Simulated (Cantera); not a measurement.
Cantera run:

```python
import numpy as np
import cantera as ct

gas_names = """
    CL CL2 H HCL H2 Si SiCL SiCL2 SiCL3 SiCL4 SiH SiHCL3 SiH2 SiH2CL2 SiH3 SiH3CL SiH4 Si2 Si3
""".split()
cond_names = """
    Si(cr) Si(L)
""".split()


# ... load() reads the species with a 1 bar reference pressure and builds the phases ...
atoms = {
    'Si2H6': {'Si': 2, 'H': 6},
    'Cl2': {'CL': 2},
    'H2': {'H': 2},
}
top_T = {}  # K; cautious upper limits of use, not melting points


# ... equilibrate(T, P, feed) seeds the gas with the atoms and calls Mixture.equilibrate('TP', solver="vcs", rtol=1e-11, max_steps=5000) ...
results = []
feed = {'Si2H6': 1, 'Cl2': 0.95, 'H2': 39}  # mol
T = 950  # K
P = 28000  # Pa
mix = equilibrate(T, P, feed)
results.append((T, P, feed, dict(zip(mix.species_names, mix.species_moles))))
print(gas.report(threshold=0.0001))
for i in range(1, mix.n_phases):
    print(f"{mix.phase(i).name:16s} {mix.phase_moles(i):12.5e} mol")
```

Output:

```
       temperature   950 K
          pressure   28000 Pa
           density   0.013827 kg/m^3
  mean mol. weight   3.9007 kg/kmol
   phase of matter   gas

                          1 kg             1 kmol
                     ---------------   ---------------
          enthalpy        3.2478e+06        1.2668e+07  J
   internal energy        1.2228e+06        4.7697e+06  J
           entropy             46011        1.7948e+05  J/K
    Gibbs function       -4.0463e+07       -1.5783e+08  J
 heat capacity c_p            7931.4             30938  J/K
 heat capacity c_v            5799.9             22623  J/K

                      mass frac. Y      mole frac. X     chem. pot. / RT
                     ---------------   ---------------   ---------------
               HCL          0.048374         0.0051756           -42.373
                H2           0.50825            0.9834           -18.669
             SiCL4           0.25235         0.0057941           -135.71
            SiHCL3            0.1753         0.0050487           -112.01
           SiH2CL2           0.01156        0.00044646           -88.305
     [  +14 minor]         0.0041564        0.00013663

Si(cr)            1.51476e+00 mol
```

Method: chemical equilibrium by Gibbs-energy minimisation in Cantera with the NASA 1993 tables (ideal gas, pure condensed phases). The feed counts by its element totals alone. The tables' values for SiCl3 are old estimates; treat these amounts as uncertain.
